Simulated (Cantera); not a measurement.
Stirred combustor or abatement burner

A perfectly stirred reactor is fed with CH4 : H2 : O2 : N2 = 1 : 0.92 : 3.25 : 12.2 (molar parts), at 1.01 bar; it is adiabatic with a 700 K inlet, and is followed from long to short residence time, starting on the burning branch (τ in s: 0.21, 0.085, 0.034, 0.013, 0.0054, 0.0021, 0.00085, 0.00034, 0.00013, 5.3e-05).

Cantera simulation using GRI-Mech 3.0 (53 species, 325 reactions); the numbers are that mechanism's predictions, not measurements.

```
τ (s)    T (K)     x CH4     x H2    x O2    x NO2     x CO
-------  -----  --------  -------  ------  -------  -------
0.21      2239   7.50e-7  0.00122  0.0449  1.91e-6  0.00224
0.085     2239   1.76e-6  0.00130  0.0456  1.19e-6  0.00240
0.034     2235   4.01e-6  0.00150  0.0462  6.38e-7  0.00278
0.013     2221   8.83e-6  0.00195  0.0468  3.09e-7  0.00363
0.0054    2194   1.69e-5  0.00279  0.0476  1.52e-7  0.00510
0.0021    2146   3.26e-5  0.00427  0.0489  6.55e-8  0.00756
0.00085   2081   6.26e-5  0.00627  0.0506  2.89e-8   0.0106
0.00034   1997  0.000129  0.00870  0.0531  1.38e-8   0.0143
0.00013   1893  0.000310   0.0114  0.0570  6.95e-9   0.0190
5.3e-5    1785  0.000833   0.0144  0.0635  3.45e-9   0.0257
```
x: mole fraction; the columns are a selection and need not sum to one.
